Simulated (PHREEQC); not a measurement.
A column of 0.5 m (30 cells, dispersivity 0.018 m, 300 s a shift, diffusion coefficient 3e-10 m²/s) holds 0.034 eq of the database's cation exchanger X per kg of pore water, first in equilibrium with 0.0045 mol/kgw MnCl2 and 1e-05 mol/kgw HCl. It is flushed with 0.047 mol CaCl2, 0.00053 mol ZnSO4 and 1e-05 mol HCl per kg of water, at 15 °C. Values are for the last cell. CO2 from the air is kept out. No solid was allowed to form.

Base run: PHREEQC, ion-association model, phreeqc.dat. Each further column changes one thing. The table gives Mn in solution (mol/kgw).

```tsv
pore volumes	base	exchange capacity from 0.034 to 0.017 eq/kgw	dispersivity from 0.018 to 0.036 m
0	0.00450	0.00450	0.00450
0.4167	0.00452	0.00452	0.00499
0.8167	0.0160	0.0152	0.0192
1.117	0.0274	0.0127	0.0205
1.517	0.00887	0.00251	0.00863
1.917	0.00154	0.000338	0.00284
2.217	0.000366	6.72e-5	0.00118
2.617	5.01e-5	7.18e-6	0.000359
3.017	6.47e-6	7.22e-7	0.000107
```
